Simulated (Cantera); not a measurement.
Input: 1 mol Fe(CO)5, 0.12 mol O2, 4.4 mol H2, held at 1375 K and 0.520 bar.

Cantera equilibrium calculation (NASA polynomials, part measured and part estimated; ideal gas, pure solids and liquids). Candidate condensed phases: C, C6H6, C7H8, C8H18, Fe, Fe(CO)5, FeO, Fe(OH)2, Fe(OH)3, Fe2O3, Fe3O4, H2O; 114 gas species. Kinetics and transport are ignored.

Base state: CO 0.523, H2 0.452, H2O 0.0164, CO2 0.00917, CH4 1.82e-5 (mole fractions); condensed: Fe(γ).

Problem. What changes in the equilibrium state with this change: H2 from 4.4 to 0.63 mol?

Solution. 
```
species      before    after
----------  -------  -------
CO            0.523    0.854
H2            0.452    0.103
CO2         0.00917   0.0341
H2O          0.0164  0.00853
CH4         1.82e-5  6.84e-7
Fe(γ), mol     1.00     1.00
```

Problem. What changes in the equilibrium state with this change: H2 from 4.4 to 59 mol?

Solution. 
| species | before | after |
|---|---|---|
| H2 | 0.452 | 0.918 |
| CO | 0.523 | 0.0779 |
| H2O | 0.0164 | 0.00370 |
| CO2 | 0.00917 | 0.000152 |
| CH4 | 1.82e-5 | 0.000101 |
| Fe(γ), mol | 1.00 | 1.000 |

Problem. What changes in the equilibrium state with this change: H2 from 4.4 to 15 mol?

Solution. 
| species | before | after |
|---|---|---|
| H2 | 0.452 | 0.740 |
| CO | 0.523 | 0.248 |
| H2O | 0.0164 | 0.0104 |
| CO2 | 0.00917 | 0.00168 |
| CH4 | 1.82e-5 | 5.99e-5 |
| Fe(γ), mol | 1.00 | 1.00 |
